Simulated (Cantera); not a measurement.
Input: 1 mol SiCl4, 32 mol N2, held at 1052 °C and 1.00 bar.

Cantera equilibrium calculation (NASA polynomials, part measured and part estimated; ideal gas, pure solids and liquids). Candidate condensed phases: Si, Si3N4; 13 gas species. The tables' values for SiCl3 are old estimates; treat these amounts as uncertain. Kinetics and transport are ignored.

Base state: N2 0.970, SiCl4 0.0303, SiCl3 3.21e-5, Cl 2.65e-5 (mole fractions); condensed: gas only.

Q: What changes in the equilibrium state with this change: temperature from 1052 °C to 1652 °C?

A: 
| species | before | after |
|---|---|---|
| N2 | 0.970 | 0.962 |
| SiCl4 | 0.0303 | 0.0232 |
| Cl | 2.65e-5 | 0.00802 |
| SiCl2 | 1.85e-7 | 0.00157 |
| SiCl3 | 3.21e-5 | 0.00531 |
| Cl2 | 2.95e-6 | 0.000214 |

Q: What changes in the equilibrium state with this change: temperature from 1052 °C to 1527 °C?

A: 
```csv
species,before,after
N2,0.970,0.966
SiCl4,0.0303,0.0270
Cl,2.65e-5,0.00336
SiCl2,1.85e-7,0.000438
SiCl3,3.21e-5,0.00271
Cl2,2.95e-6,0.000113
```
